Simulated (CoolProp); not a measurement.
Vapour-liquid equilibrium of R134a (1) + R1234ze(E) (2) at 248.2 K; x and y are mole fractions of (1).

Computed with CoolProp (multi-fluid Helmholtz-energy mixture model, Tillner-Roth 1994 and Thol 2016; pair parameters Bell 2022).

Give the bubble pressure and the first vapour's composition at x = 0.05, 0.125, 0.425. Is there an azeotrope?

x = 0.05: 0.08029 MPa, y = 0.081; x = 0.125: 0.08397 MPa, y = 0.186; x = 0.425: 0.09486 MPa, y = 0.505. No azeotrope shows between x = 0.05 and 0.95.

The pair parameters rest on a limited set of measurements; away from them the model extrapolates.
